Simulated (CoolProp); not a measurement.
Vapour-liquid equilibrium of propylene (1) + R142b (2) at -40.05 °C; x and y are mole fractions of (1).

The numbers come from the multi-fluid Helmholtz-energy mixture model, Lemmon 2013 and Lemmon 2006; pair parameters Bell 2016 in CoolProp.

```csv
x,bubble pressure (MPa),y at the bubble point,dew pressure at overall composition x (MPa),liquid density (mol/L)
0.05,0.03122,0.274,0.02484,(withheld)
0.2,0.05319,0.635,0.02879,12.85
0.35,0.07323,0.779,(withheld),13.09
0.5,0.09081,0.856,0.04213,13.34
0.65,0.1064,(withheld),0.05473,13.59
0.8,0.1210,0.947,0.07745,13.87
0.95,0.1359,(withheld),0.1220,(withheld)
```

**Question.** Some entries are withheld; supply them.

**Answer.** 
- 0.05, liquid density (mol/L): 12.62
- 0.35, dew pressure at overall composition x (MPa): 0.03421
- 0.65, y at the bubble point: 0.907
- 0.95, y at the bubble point: 0.986
- 0.95, liquid density (mol/L): 14.17

No azeotrope shows between x = 0.05 and 0.95.

The pair parameters rest on a limited set of measurements; away from them the model extrapolates.
